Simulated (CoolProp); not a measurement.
Saturated liquid density (kg/m³) of R143a: the reference equation beside estimates from Tc = 345.9 K, pc = 37.62 bar, ω = 0.261.

Model: reference Helmholtz-energy equation of state, Lemmon and Jacobsen 2000, in CoolProp.

| T (K) | reference | Soave-Redlich-Kwong | Peng-Robinson |
|---|---|---|---|
| 193.5 | 1251 | 1057 | 1191 |
| 204.6 | 1223 | 1035 | 1168 |
| 215.7 | 1194 | 1012 | 1142 |
| 226.8 | 1164 | 986.2 | 1115 |
| 237.9 | 1133 | 958.8 | 1085 |
| 249 | 1101 | 928.9 | 1052 |
| 260.1 | 1067 | 896.3 | 1016 |
| 271.2 | 1031 | 860.4 | 976.2 |
| 282.4 | 991.8 | 820.2 | 931.0 |

Absolute difference from the reference over all 9 rows, mean and median: Soave-Redlich-Kwong 15.8 and 15.5 %, Peng-Robinson 4.8 and 4.5 %.
